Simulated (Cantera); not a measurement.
## Ignition delay

Mixture: 12.5 % CH4, 2.12 % C2H6, 17.9 % O2, 67.5 % N2, at 0.630 bar, adiabatic and at constant pressure. Ignition delay is the time to a rise of 400 K.

Cantera simulation using GRI-Mech 3.0 (53 species, 325 reactions); the numbers are that mechanism's predictions, not measurements.

```tsv
T0 (K)	delay (ms)
1173	7.30
1248	3.04
1323	1.45
1398	0.733
1473	0.386
1548	0.214
1623	0.126
1698	0.0795
1773	0.0532
```

```yaml
apparent activation energy between 1623 and 1773 K: 140 kJ/mol
```
